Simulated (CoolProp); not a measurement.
A single-stage vapour-compression cycle with 1,2-dichloroethane: evaporating at 301.15 K (dew point), condensing at 354.15 K (bubble point), superheat 2 K, subcooling 0 K, compressor efficiency 0.8, no pressure losses. Each further row changes one setting.

Values from CoolProp's reference Helmholtz-energy equation of state, Thol 2015.

```
case                              cooling COP  pressure ratio  discharge temperature (K)  refrigerating effect (kJ/kg)  volumetric capacity (kJ/m³)
--------------------------------  -----------  --------------  -------------------------  ----------------------------  ---------------------------
as stated                                3.99            7.73                      387.0                           284                          136
evaporating temperature 306.15 K            …            6.15                      383.0                             …                          171
condensing temperature 349.15 K          4.47            6.57                      380.0                           291                          139
subcooling 5 K                           4.08            7.73                      387.0                           291                          139
superheat 12 K                           3.97            7.73                          …                           293                          135
compressor efficiency 0.7                3.49            7.73                          …                           284                          136
```

**Question.** Complete the blanks.

**Answer.** 
- evaporating temperature 306.15 K, cooling COP: 4.54
- evaporating temperature 306.15 K, refrigerating effect (kJ/kg): 288
- superheat 12 K, discharge temperature (K): 398.6
- compressor efficiency 0.7, discharge temperature (K): 397.9
